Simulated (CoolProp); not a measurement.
Saturation properties of dimethyl carbonate (Tc = 557.0 K, pc = 4.909 MPa, ω = 0.346).

The numbers come from the reference Helmholtz-energy equation of state, Zhou 2011 in CoolProp.

| T (K) | p (MPa) | liquid density (kg/m³) | vapour density (kg/m³) | surface tension (mN/m) |
|---|---|---|---|---|
| 444.4 | 0.7844 | 847.0 | 21.93 | 8.94 |
| 447.9 | 0.8410 | 840.8 | 23.51 | 8.56 |
| 451.4 | 0.9006 | 834.6 | 25.18 | 8.18 |
| 454.9 | 0.9634 | 828.2 | 26.95 | 7.80 |
| 458.4 | 1.029 | 821.8 | 28.83 | 7.43 |
| 461.9 | 1.099 | 815.2 | 30.82 | 7.07 |
| 465.4 | 1.172 | 808.6 | 32.94 | 6.71 |
| 468.9 | 1.248 | 801.8 | 35.18 | 6.36 |
| 472.4 | 1.329 | 794.9 | 37.55 | 6.01 |
| 475.9 | 1.413 | 787.8 | 40.08 | 5.67 |

It boils at 363.3 K under 1 atm.

Surface tension comes from a separate correlation (Mulero 2014).
